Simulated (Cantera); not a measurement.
## Adiabatic ignition

An adiabatic, constant-pressure homogeneous reactor starts with CH4 : O2 : N2 = 1 : 2 : 7.52 (molar parts), equivalence ratio 1.0, at 1523 K and 6080 Torr.

Detailed kinetics in Cantera: GRI-Mech 3.0 (53 species, 325 reactions).

```json
[
 {"t (s)": "5.00e-6", "T (K)": "1523", "x CH4": "0.0950", "x O2": "0.190", "x C2H4": "3.02e-9", "x C2H2": "<1e-12", "x HO2": "3.38e-6", "x CO": "5.94e-9"},
 {"t (s)": "1.82e-5", "T (K)": "1523", "x CH4": "0.0950", "x O2": "0.190", "x C2H4": "3.96e-7", "x C2H2": "6.72e-11", "x HO2": "7.40e-6", "x CO": "6.62e-7"},
 {"t (s)": "6.60e-5", "T (K)": "1527", "x CH4": "0.0938", "x O2": "0.189", "x C2H4": "2.97e-5", "x C2H2": "3.93e-8", "x HO2": "1.94e-5", "x CO": "8.89e-5"},
 {"t (s)": "0.000240", "T (K)": "2901", "x CH4": "<1e-12", "x O2": "0.0178", "x C2H4": "<1e-12", "x C2H2": "<1e-12", "x HO2": "1.17e-5", "x CO": "0.0347"},
 {"t (s)": "0.000871", "T (K)": "2887", "x CH4": "<1e-12", "x O2": "0.0150", "x C2H4": "<1e-12", "x C2H2": "<1e-12", "x HO2": "1.01e-5", "x CO": "0.0353"},
 {"t (s)": "0.00316", "T (K)": "2887", "x CH4": "<1e-12", "x O2": "0.0149", "x C2H4": "<1e-12", "x C2H2": "<1e-12", "x HO2": "1.00e-5", "x CO": "0.0353"},
 {"t (s)": "0.0115", "T (K)": "2887", "x CH4": "<1e-12", "x O2": "0.0149", "x C2H4": "<1e-12", "x C2H2": "<1e-12", "x HO2": "1.00e-5", "x CO": "0.0353"},
 {"t (s)": "0.0417", "T (K)": "2887", "x CH4": "<1e-12", "x O2": "0.0149", "x C2H4": "<1e-12", "x C2H2": "<1e-12", "x HO2": "1.00e-5", "x CO": "0.0353"},
 {"t (s)": "0.152", "T (K)": "2887", "x CH4": "<1e-12", "x O2": "0.0149", "x C2H4": "<1e-12", "x C2H2": "<1e-12", "x HO2": "1.00e-5", "x CO": "0.0353"},
 {"t (s)": "0.551", "T (K)": "2887", "x CH4": "<1e-12", "x O2": "0.0149", "x C2H4": "<1e-12", "x C2H2": "<1e-12", "x HO2": "1.00e-5", "x CO": "0.0353"},
 {"t (s)": "2.00", "T (K)": "2887", "x CH4": "<1e-12", "x O2": "0.0149", "x C2H4": "<1e-12", "x C2H2": "<1e-12", "x HO2": "1.00e-5", "x CO": "0.0353"}
]
```
x: mole fraction; the columns are a selection and need not sum to one.

| Property | Value |
|---|---|
| time of steepest temperature rise | 0.183 ms |
| temperature at 2.00 s | 2887 K |
| equilibrium temperature | 2887 K |
| x(CH4) at 2.00 s | <1e-12 (gas-phase equilibrium <1e-12) |
| x(O2) at 2.00 s | 0.0149 (gas-phase equilibrium 0.0149) |
| x(C2H4) at 2.00 s | <1e-12 (gas-phase equilibrium <1e-12) |
